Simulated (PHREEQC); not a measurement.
**Copper plating or etch bath: an equilibrium model**

A solution holds 0.24 mol Cu(NO3)2 per kg of water, at 25 °C. Closed to the air; pH follows from the charge balance.

All values are PHREEQC results (ion-association model, wateq4f.dat), not measurements.

Each row changes one thing in this solution. No solid was allowed to form.

| case | pH | Cu2(OH)2+2 (mol/kgw) | CuOH+ (mol/kgw) | Cu(OH)2 (mol/kgw) | SI of Cu2(OH)3NO3 (Cu2(OH)3NO3) | SI of Tenorite (CuO) |
|---|---|---|---|---|---|---|
| as made | 4.06 | 5.23e-5 | 9.89e-6 | 1.25e-7 | -0.15 | -0.77 |
| 0.013 mol/kgw FeCl3 added | 2.36 | 1.79e-8 | 1.88e-7 | 4.56e-11 | -5.32 | -4.20 |
| 0.015 mol/kgw CaSO4 added | 4.09 | 5.44e-5 | 1.02e-5 | 1.37e-7 | -0.10 | -0.72 |
| temperature from 25 to 5 °C | 4.33 | 2.15e-5 | 1.85e-5 | 4.32e-7 | ? | -1.03 |
| diluted 100-fold with water | ? | ? | 2.28e-6 | 5.35e-7 | ? | -0.21 |

Task: Some entries are withheld; supply them.

Result: 
- temperature from 25 to 5 °C, SI of Cu2(OH)3NO3 (Cu2(OH)3NO3): -0.25
- diluted 100-fold with water, pH: 5.09
- diluted 100-fold with water, Cu2(OH)2+2 (mol/kgw): 2.73e-6
- diluted 100-fold with water, SI of Cu2(OH)3NO3 (Cu2(OH)3NO3): -1.87

The ionic strength passes 0.7 mol/kgw, the rough limit of the ion-association models, in as made; 0.013 mol/kgw FeCl3 added; 0.015 mol/kgw CaSO4 added; temperature from 25 to 5 °C. Species that the database lacks are ignored. Some of these states are supersaturated (in Hematite (slow to form), Goethite (slow to form), Antlerite, for instance). Constants without temperature data keep their 25 °C values here.
